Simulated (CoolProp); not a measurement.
Computed with CoolProp (reference Helmholtz-energy equation of state, Polt 1992). This equation is an older, rougher fit; its heat capacities, sound speeds and derivatives of the liquid may be far off and weren't checked against measurements.

Give the vapour pressure (MPa), liquid density (kg/m³), vapour density (kg/m³) of saturated cyclopropane at 282.4, 298, 300 K.


```tsv
T (K)	p (MPa)	liquid density (kg/m³)	vapour density (kg/m³)
282.4	0.462	643	9.16
298	0.722	619	14.1
300	0.761	616	14.9
```
